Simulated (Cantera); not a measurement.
A Cantera script and what it prints.

```python
import numpy as np
import cantera as ct

gas_names = [...]  # 113 gases of nasa_gas.yaml made of C, H, O, Ta
cond_names = """
    C(gr) C6H6(L) C7H8(L) C8H18(L),n-octa H2O(s) H2O(L) Ta(cr) Ta(L) TaC(s) TaC(L) Ta2O5(s) Ta2O5(L)
""".split()


# ... load() reads the species with a 1 bar reference pressure and builds the phases ...
atoms = {
    'Ta': {'Ta': 1},
    'CO2': {'C': 1, 'O': 2},
    'H2': {'H': 2},
}
top_T = {'C(gr)': 4500}  # K; cautious upper limits of use, not melting points


# ... equilibrate(T, P, feed) seeds the gas with the atoms and calls Mixture.equilibrate('TP', solver="vcs", rtol=1e-11, max_steps=5000) ...
results = []
feed = {'Ta': 1, 'CO2': 1.2, 'H2': 2.8}  # mol
P = 470000  # Pa
for T in [1000, 1025, 1050, 1075, 1100, 1125, 1150, 1175, 1200, 1225, 1250, 1275]:
    mix = equilibrate(T, P, feed)
    results.append((T, P, feed, dict(zip(mix.species_names, mix.species_moles))))

top = {s: max(r[3][s] / sum(r[3][g] for g in gas_names) for r in results) for s in gas_names}
cols = sorted((s for s in top if top[s] > 0.0001), key=lambda s: -top[s])[:7]
seen = [c for c in cond_names if any(r[3].get(c, 0) > 1e-12 for r in results)]
print("log10 of partial pressures in bar; condensed amounts in mol")
print(f"{'T/K':>10s}" + "".join(f"{s[:9]:>10s}" for s in cols + seen))
for T, P, feed, n in results:
    ng = sum(n[g] for g in gas_names)
    print(f"{T:10.4g}" + "".join(f"{np.log10(max(n[s] / ng * P / 1e5, 1e-99)):10.3f}" for s in cols)
          + "".join(f"{n.get(c, 0):10.4g}" for c in seen))
```

Result:

```
log10 of partial pressures in bar; condensed amounts in mol
       T/K        H2       CH4        CO       H2O     C(gr)    TaC(s)  Ta2O5(s)
      1000     0.546     0.072    -3.365    -3.222    0.5971    0.0402    0.4799
      1025     0.568     0.001    -3.064    -3.073    0.6665   0.04034    0.4798
      1050     0.585    -0.072    -2.778    -2.934    0.7304   0.04057    0.4797
      1075     0.600    -0.146    -2.506    -2.805    0.7876   0.04097    0.4795
      1100     0.612    -0.221    -2.247    -2.683    0.8376   0.04164    0.4792
      1125     0.621    -0.297    -1.999    -2.570    0.8798   0.04274    0.4786
      1150     0.629    -0.373    -1.763    -2.463    0.9136   0.04455    0.4777
      1175     0.635    -0.449    -1.537    -2.363    0.9381   0.04745    0.4763
      1200     0.638    -0.525    -1.321    -2.268    0.9519   0.05205     0.474
      1225     0.640    -0.602    -1.114    -2.180    0.9526   0.05925    0.4704
      1250     0.640    -0.680    -0.915    -2.098     0.936   0.07039    0.4648
      1275     0.636    -0.760    -0.724    -2.022    0.8958   0.08748    0.4563
```

Equilibrium computed with Cantera from the NASA thermochemical tables; the gas is ideal and each condensed phase is pure. Mutual solubility and eutectic melting of coexisting phases are not modelled. TaC: taken at fixed stoichiometry. Condensed phases not in the tables: Ta2C.
